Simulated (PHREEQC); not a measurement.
Consider water at 20 °C with 0.0011 mol/kgw KHSO4 and 0.00033 mol/kgw NaAlO2. Closed to the air; pH follows from the charge balance.

All values are PHREEQC results (ion-association model, wateq4f.dat), not measurements.

Precipitation was switched off in this run.

Question: Estimate the pH.

Answer: pH 5.32.

Question: In which forms is S present?

Answer: SO4-2 89 %, AlSO4+ 9.5 % of the S.

Saturation is exceeded, for instance for Basaluminite, Al(OH)3(a); the values hold only as long as no solid forms. Complexes and solids missing from the database can't appear.
